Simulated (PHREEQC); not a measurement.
4.1 g of hydrous ferric oxide (600 m²/g; 0.2 weak and 0.005 strong sites per Fe, Dzombak-Morel constants, diffuse double layer) in 1 kg of water with 0.005 mol/kgw of an inert sodium salt and 0.00074 mol NaH2PO4, at 25 °C; the pH is set by adding NaOH or the inert anion's acid. Oxygen alone is held at its pressure in air (log pO2 = -0.68). The system is closed to CO2. Nothing may precipitate in this run.

Equilibrium calculation in PHREEQC: ion-association model, wateq4f.dat.

```tsv
pH	P sorbed (%)	surface charge σ (C/m²)	surface potential ψ (mV)
4	100.0	0.179	181
4.38	100.0	0.138	170
4.75	100.0	0.104	157
5.12	100.0	0.076	142
5.5	100.0	0.053	125
5.88	100.0	0.037	107
6.25	100.0	0.025	88
6.62	100.0	0.016	69
7	100.0	0.010	48
7.38	100.0	0.005	27
7.75	100.0	0.001	6
8.12	99.8	-0.003	-15
8.5	99.0	-0.007	-36
8.88	95.4	-0.012	-56
9.25	83.2	-0.018	-75
9.62	58.1	-0.026	-90
10	29.0	-0.038	-105
```

H3PO4, which wateq4f.dat lacks, is added to it with the constant of phreeqc.dat.
